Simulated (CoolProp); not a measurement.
Vapour-liquid equilibrium of carbon dioxide (1) + R134a (2) at 0.677 MPa; x and y are mole fractions of (1).

Model: multi-fluid Helmholtz-energy mixture model, Span 1996 and Tillner-Roth 1994; pair parameters Bell 2016, in CoolProp.

```csv
x,bubble temperature (°C),y at the bubble point,dew temperature at overall composition x (°C),liquid density (mol/L)
0.05,16.8,0.244,23.9,12.39
0.125,4.4,0.521,21.3,13.29
0.2,-6.3,0.697,18.5,14.19
0.275,-15.2,0.804,15.6,15.08
0.35,-22.3,0.868,12.5,15.97
0.425,-28.0,0.909,9.2,16.88
0.5,-32.6,0.935,5.5,17.82
0.575,-36.4,0.953,1.5,18.81
0.65,-39.6,0.966,-3.1,19.87
0.725,-42.3,0.976,-8.4,21.01
0.8,-44.7,0.984,-14.8,22.24
0.875,-46.9,0.991,-23.2,23.61
0.95,-48.9,0.996,-35.7,25.13
```

No azeotrope shows between x = 0.05 and 0.95.

Pair parameters are fitted to limited data, so mixtures are less certain than the pure fluids.
